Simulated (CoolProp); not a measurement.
Vapour-liquid equilibrium of hydrogen chloride (1) + n-butane (2) at 0.6 MPa; x and y are mole fractions of (1).

Model: multi-fluid Helmholtz-energy mixture model, Thol 2018 and Bücker 2006; pair parameters Bell 2016, in CoolProp.

```csv
x,"bubble temperature, mixture model (K)","bubble temperature, Raoult's law (K)","y, mixture model","y, Raoult's law"
0.05,304.3,307.7,0.499,0.487
0.2,257.1,273.1,0.913,0.863
0.35,241.7,256.2,0.961,0.944
0.5,236.2,245.6,0.973,0.973
0.65,233.5,238.1,0.979,0.987
0.8,231.0,232.4,0.985,0.995
0.95,227.8,227.9,0.995,0.999
```

The largest gap from Raoult's law is -16.0 K in bubble temperature, at x = 0.2. No azeotrope shows between x = 0.05 and 0.95.

Pair parameters are fitted to limited data, so mixtures are less certain than the pure fluids. With so large a gap from Raoult's law the liquid may split in two, which this calculation doesn't test in full.
